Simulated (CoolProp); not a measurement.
Computed with CoolProp (reference Helmholtz-energy equation of state, Lemmon 2013).

Task: For propylene, give the phase and the viscosity (µPa s), fugacity coefficient at 123 K and 4020 kPa; 201.1 K and 4020 kPa; 253.1 K and 4020 kPa.

Result: 
- 123 K and 4020 kPa: liquid; viscosity 1390, fugacity coefficient 2.52e-6
- 201.1 K and 4020 kPa: liquid; viscosity 271, fugacity coefficient 0.00819
- 253.1 K and 4020 kPa: liquid; viscosity 152, fugacity coefficient 0.0801

Viscosity comes from a separate model (Huber 2003), an estimate that may be off by 10 % or more.
